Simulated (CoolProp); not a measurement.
Vapour-liquid equilibrium of ethylene (1) + isobutane (2) at -51.85 °C; x and y are mole fractions of (1).

Computed with CoolProp (multi-fluid Helmholtz-energy mixture model, Smukala 2000 and Bücker 2006; pair parameters Bell 2016).

| x | bubble pressure, mixture model (MPa) | bubble pressure, Raoult's law (MPa) | y, mixture model | y, Raoult's law |
|---|---|---|---|---|
| 0.05 | 0.05313 | 0.06432 | … | 0.777 |
| 0.15 | 0.1334 | 0.1627 | 0.898 | 0.921 |
| 0.25 | 0.2195 | 0.2611 | 0.943 | 0.957 |
| 0.35 | 0.3111 | 0.3595 | 0.964 | 0.973 |
| 0.45 | 0.4077 | 0.4579 | 0.976 | 0.982 |
| 0.55 | 0.5085 | 0.5563 | 0.983 | 0.988 |
| 0.65 | 0.6126 | 0.6547 | 0.989 | 0.992 |
| 0.75 | 0.7190 | 0.7531 | … | 0.995 |
| 0.85 | … | 0.8515 | 0.996 | 0.997 |
| 0.95 | 0.9401 | 0.9499 | 0.999 | 0.999 |

What belongs in the gaps?


- 0.05, y, mixture model: 0.724
- 0.75, y, mixture model: 0.993
- 0.85, bubble pressure, mixture model (MPa): 0.8277

The largest gap from Raoult's law is -18.0 % in bubble pressure, at x = 0.15. No azeotrope shows between x = 0.05 and 0.95.

Pair parameters are fitted to limited data, so mixtures are less certain than the pure fluids.
